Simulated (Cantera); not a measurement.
Charge: 1 mol TiO2, 4.3 mol CH4, 0.9 mol H2, equilibrated at 2123 K and 0.338 Torr.

Equilibrium computed with Cantera from the NASA thermochemical tables; the gas is ideal and each condensed phase is pure. Candidate condensed phases: C, C6H6, C7H8, C8H18, H2O, Ti, TiC, TiO, TiO2, Ti2O3, Ti3O5, Ti4O7; 113 gas species. TiC: taken at fixed stoichiometry. Rates play no part.

Task: What is the equilibrium state?

Result: 
| Property | Value |
|---|---|
| x(H2) | 0.696 |
| x(CO) | 0.162 |
| x(H) | 0.141 |
| x(C2H2 (acetylene)) | 0.00115 |
| x(Ti) | 1.59e-5 |
| x(C2H) | 6.48e-6 |
| x(C3) | 1.06e-6 |
| n(C(graphite)) | 1.27 mol |
| n(TiC(s)) | 1.000 mol |
| gas amount | 12.37 mol |
| log10 activity of Ti(l) (absent) | -3.80 |
| log10 activity of Ti2O3(l) (absent) | -18.38 |
| log10 activity of Ti3O5(l) (absent) | -30.41 |
